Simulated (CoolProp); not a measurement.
cis-2-butene along the isotherm 251.85 °C: Z from the reference equation and from simpler models built on Tc = 162.6 °C, pc = 4.236 MPa, ω = 0.202; each cubic takes its own stable root.

Computed with CoolProp (reference Helmholtz-energy equation of state, Lemmon 2005). It is a short technical equation, of lower accuracy than the large ones.

```json
[
 {"p (MPa)": "0.53", "phase": "gas", "reference": "0.9763", "Redlich-Kwong": "0.9752", "Soave-Redlich-Kwong": "0.9775"},
 {"p (MPa)": "1.06", "phase": "gas", "reference": "0.9522", "Redlich-Kwong": "0.9499", "Soave-Redlich-Kwong": "0.9547"},
 {"p (MPa)": "1.59", "phase": "gas", "reference": "0.9276", "Redlich-Kwong": "0.9242", "Soave-Redlich-Kwong": "0.9317"},
 {"p (MPa)": "2.12", "phase": "gas", "reference": "0.9026", "Redlich-Kwong": "0.8980", "Soave-Redlich-Kwong": "0.9084"},
 {"p (MPa)": "2.65", "phase": "gas", "reference": "0.8772", "Redlich-Kwong": "0.8713", "Soave-Redlich-Kwong": "0.8849"},
 {"p (MPa)": "3.18", "phase": "gas", "reference": "0.8514", "Redlich-Kwong": "0.8441", "Soave-Redlich-Kwong": "0.8612"},
 {"p (MPa)": "3.71", "phase": "gas", "reference": "0.8253", "Redlich-Kwong": "0.8164", "Soave-Redlich-Kwong": "0.8374"},
 {"p (MPa)": "4.24", "phase": "supercritical", "reference": "0.7989", "Redlich-Kwong": "0.7883", "Soave-Redlich-Kwong": "0.8137"},
 {"p (MPa)": "4.77", "phase": "supercritical", "reference": "0.7725", "Redlich-Kwong": "0.7600", "Soave-Redlich-Kwong": "0.7900"},
 {"p (MPa)": "5.3", "phase": "supercritical", "reference": "0.7461", "Redlich-Kwong": "0.7317", "Soave-Redlich-Kwong": "0.7668"},
 {"p (MPa)": "5.82", "phase": "supercritical", "reference": "0.7205", "Redlich-Kwong": "0.7041", "Soave-Redlich-Kwong": "0.7445"},
 {"p (MPa)": "6.35", "phase": "supercritical", "reference": "0.6951", "Redlich-Kwong": "0.6769", "Soave-Redlich-Kwong": "0.7227"}
]
```
